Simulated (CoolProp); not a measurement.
Carbon dioxide along the isotherm 290.6 K: density (kg/m³) from the reference equation and from simpler models built on Tc = 304.1 K, pc = 73.77 bar, ω = 0.224; each cubic takes its own stable root.

Computed with CoolProp (reference Helmholtz-energy equation of state, Span 1996).

| p (bar) | phase | reference |
|---|---|---|
| 0.583 | gas | 1.065 |
| 1.2 | gas | 2.200 |
| 2.46 | gas | 4.542 |
| 5.05 | gas | 9.462 |
| 10.4 | gas | 20.12 |
| 21.3 | gas | 44.43 |
| 43.7 | gas | 114.8 |
| 89.8 | liquid | 862.3 |
| 184 | liquid | 939.3 |

Q: How far does each simpler model (van der Waals, Redlich-Kwong, Soave-Redlich-Kwong, Peng-Robinson) lie from the reference over these 9 states: mean and median of the absolute difference, and the worst?

A: 
- van der Waals: mean 8.4 %, median 1.0 %, worst -33.9 % at 290.6 K and 89.8 bar
- Redlich-Kwong: mean 3.3 %, median 0.1 %, worst -15.6 % at 290.6 K and 89.8 bar
- Soave-Redlich-Kwong: mean 2.7 %, median 0.0 %, worst -13.5 % at 290.6 K and 89.8 bar
- Peng-Robinson: mean 0.9 %, median 0.5 %, worst -3.1 % at 290.6 K and 89.8 bar
